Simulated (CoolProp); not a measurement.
R124 along the isobar 0.875 MPa: density (kg/m³) from the reference equation and from simpler models built on Tc = 395.4 K, pc = 3.624 MPa, ω = 0.288; each cubic takes its own stable root.

Computed with CoolProp (reference Helmholtz-energy equation of state, de Vries 1995).

```csv
T (K),phase,reference,van der Waals,Redlich-Kwong,Soave-Redlich-Kwong,Peng-Robinson
183.1,liquid,1690,1009,1499,1530,1718
192,liquid,1667,997.3,1480,1513,1701
201,liquid,1643,985.0,1459,1496,1683
209.9,liquid,1619,972.5,1439,1478,1664
218.9,liquid,1595,959.4,1417,1459,1643
227.9,liquid,1571,945.8,1394,1439,1622
236.8,liquid,1546,931.8,1370,1418,1599
245.8,liquid,1521,917.1,1345,1395,1575
254.7,liquid,1495,901.9,1319,1372,1549
263.7,liquid,1468,885.7,1292,1347,1522
272.6,liquid,1441,868.8,1264,1320,1493
281.6,liquid,1413,850.6,1233,1292,1462
290.5,liquid,1384,60.05,1201,1262,1429
299.5,liquid,1353,57.22,1167,1229,1393
308.5,liquid,1321,54.71,1130,1193,1353
317.4,liquid,1287,52.48,55.06,1155,1311
```

At some of these states van der Waals, Redlich-Kwong gives the other phase, because its saturation line lies elsewhere.
